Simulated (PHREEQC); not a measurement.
Consider water at 25 °C with 0.015 mol CuCl2, 0.0022 mol HNO3 and 0.00064 mol Na2SO4 per kg of water. Closed to the air; pH follows from the charge balance.

Equilibrium calculation in PHREEQC: ion-association model, phreeqc.dat.

```
quantity                    before     after
------------------------  --------  --------
pH                            2.73      2.76
ionic strength (mol/kgw)    0.0470    0.0509
Cu+2 (mol/kgw)              0.0142    0.0134
CuCl+ (mol/kgw)           0.000550  0.000508
CuSO4 (mol/kgw)           0.000239   0.00112
```

Problem. Name the change that produced these shifts.
A) Na2SO4 from 0.00064 to 0.000576 mol/kgw
B) Na2SO4 from 0.00064 to 0.000704 mol/kgw
C) Na2SO4 replaced by CaSO4 at the same molality
D) CuCl2 from 0.015 to 0.03 mol/kgw
E) Na2SO4 from 0.00064 to 0.0032 mol/kgw

Solution. E, Na2SO4 from 0.00064 to 0.0032 mol/kgw

No solid was allowed to form.
